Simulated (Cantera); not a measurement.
# Adiabatic ignition

An adiabatic, constant-pressure homogeneous reactor starts with CH4 : CO : O2 : N2 = 1 : 0.6 : 2.42 : 9.1 (molar parts), equivalence ratio 0.95, at 1448 K and 760 Torr.

Cantera simulation using GRI-Mech 3.0 (53 species, 325 reactions); the numbers are that mechanism's predictions, not measurements.

| t (s) | T (K) | x CH4 | x CO | x O2 | x CO2 | x H |
|---|---|---|---|---|---|---|
| 3.00e-6 | 1448 | 0.0762 | 0.0457 | 0.184 | 3.66e-8 | 4.10e-9 |
| 1.50e-5 | 1448 | 0.0762 | 0.0457 | 0.184 | 2.32e-7 | 5.14e-9 |
| 7.54e-5 | 1448 | 0.0762 | 0.0457 | 0.184 | 1.94e-6 | 1.14e-8 |
| 0.000378 | 1448 | 0.0761 | 0.0457 | 0.184 | 1.87e-5 | 8.34e-8 |
| 0.00189 | 1530 | 0.0613 | 0.0493 | 0.172 | 0.00140 | 2.15e-5 |
| 0.00950 | 2703 | <1e-12 | 0.0454 | 0.0265 | 0.0743 | 0.00617 |
| 0.0476 | 2703 | <1e-12 | 0.0454 | 0.0264 | 0.0743 | 0.00617 |
| 0.239 | 2703 | <1e-12 | 0.0454 | 0.0264 | 0.0743 | 0.00617 |
| 1.20 | 2703 | <1e-12 | 0.0454 | 0.0264 | 0.0743 | 0.00617 |
| 6.00 | 2703 | <1e-12 | 0.0454 | 0.0264 | 0.0743 | 0.00617 |
x: mole fraction; the columns are a selection and need not sum to one.

```yaml
time_of_steepest_temperature_rise: 2.01 ms
temperature at 6.00 s: 2703 K
equilibrium_temperature: 2703 K
x(CH4) at 6.00 s: <1e-12 (gas-phase equilibrium <1e-12)
x(CO) at 6.00 s: 0.0454 (gas-phase equilibrium 0.0454)
x(O2) at 6.00 s: 0.0264 (gas-phase equilibrium 0.0264)
```
